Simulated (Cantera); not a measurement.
Input (Python, Cantera) and output of one run.

```python
import numpy as np
import cantera as ct

gas_names = """
    CL CL2 H HCL H2 Si SiCL SiCL2 SiCL3 SiCL4 SiH SiHCL3 SiH2 SiH2CL2 SiH3 SiH3CL SiH4 Si2 Si3
""".split()
cond_names = """
    Si(cr) Si(L)
""".split()


def load(file, names, dense=False):
    # The tables refer to 1 bar. Condensed volumes are neglected.
    table = {s.name: s for s in ct.Species.list_from_file(file)}
    out = []
    for n in names:
        d = dict(table[n].input_data)
        d["thermo"] = dict(d["thermo"], **{"reference-pressure": 1e5})
        if dense:
            d["equation-of-state"] = {"model": "constant-volume", "density": "1e6 g/cm^3"}
        out.append(ct.Species.from_dict(d))
    return out


gas = ct.Solution(thermo="ideal-gas", species=load("nasa_gas.yaml", gas_names))
cond = {s.name: ct.Solution(thermo="fixed-stoichiometry", species=[s], name=s.name)
        for s in load("nasa_condensed.yaml", cond_names, dense=True)}
atoms = {
    'Si': {'Si': 1},
    'HCl': {'H': 1, 'CL': 1},
    'H2': {'H': 2},
}
top_T = {}  # K; cautious upper limits of use, not melting points


def equilibrate(T, P, feed):
    n = {}
    for name, mol in feed.items():
        for a, k in atoms[name].items():
            n[a] = n.get(a, 0.0) + k * mol
    gas.TPX = T, P, n
    mass = sum(n.values()) * gas.mean_molecular_weight
    gas.equilibrate("TP")
    valid = [c for c in cond.values() if c.min_temp <= T <= top_T.get(c.name, c.max_temp)]
    mix = ct.Mixture([(gas, mass / gas.mean_molecular_weight)] + [(c, 0.0) for c in valid])
    mix.T, mix.P = T, P
    mix.equilibrate("TP", solver="vcs", rtol=1e-11, max_steps=5000)
    return mix


results = []
feed = {'Si': 1, 'HCl': 3.5, 'H2': 40}  # mol
T = 575  # K
P = 100000  # Pa
mix = equilibrate(T, P, feed)
results.append((T, P, feed, dict(zip(mix.species_names, mix.species_moles))))
x = sorted(zip(gas.X, gas.species_names), reverse=True)
print(f"T = {T:g} K  P = {P:g} Pa  gas = {mix.phase_moles(0):.4g} mol")
print("   x: " + "  ".join(f"{s} {v:.3e}" for v, s in x if v > 1e-06))
print("   condensed (mol): " + ("  ".join(f"{mix.phase(i).name} {mix.phase_moles(i):.4g}"
      for i in range(1, mix.n_phases) if mix.phase_moles(i) > 1e-12) or "none"))
```

Result:

```
T = 575 K  P = 100000 Pa  gas = 42.5 mol
   x: H2 9.765e-01  SiCL4 1.220e-02  SiHCL3 1.088e-02  SiH2CL2 4.474e-04  HCL 1.628e-05  SiH3CL 3.491e-06
   condensed (mol): none
```

These are equilibrium values from Cantera (NASA tables, ideal gas, pure condensed phases), not measurements of a reactor.
